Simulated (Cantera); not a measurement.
# Equilibrium for iron carbonyl, mercury and lead vapours: Pb + CO + N2

A closed system holds: 1 mol Pb, 4.8 mol CO, 1.2 mol N2, held at 0.100 bar.

Cantera equilibrium calculation (NASA polynomials, part measured and part estimated; ideal gas, pure solids and liquids). Candidate condensed phases: C, Pb, PbO, PbO2, Pb3O4; 27 gas species. Kinetics and transport are ignored.

| T (°C) | log p CO | log p CO2 | log p N2 | log p Pb | log p Pb2 | log p PbO | n C(graphite) | n Pb(l) |
|---|---|---|---|---|---|---|---|---|
| 475 | -2.01 | -1.23 | -1.50 | -8.06 | <-13 | <-13 | 2.21 | 1.00 |
| 575 | -1.41 | -1.46 | -1.57 | -6.52 | <-13 | <-13 | 1.53 | 1.000 |
| 675 | -1.16 | -2.07 | -1.66 | -5.32 | -11.18 | -12.40 | 0.471 | 1.000 |
| 775 | -1.11 | -2.87 | -1.69 | -4.35 | -9.55 | -11.45 | 0.0806 | 0.997 |
| 875 | -1.10 | -3.59 | -1.70 | -3.55 | -8.22 | -10.70 | 0.0154 | 0.983 |
| 975 | -1.10 | -4.21 | -1.70 | -2.89 | -7.11 | -10.09 | 0.00373 | 0.921 |
| 1075 | -1.12 | -4.76 | -1.72 | -2.32 | -6.17 | -9.58 | 0.00109 | 0.699 |
log p: log10 of the partial pressure in bar; n: condensed amount in mol.

From 475 °C to 1075 °C the condensed part is C(graphite) + Pb(l). The main Pb-bearing gas is Pb throughout.
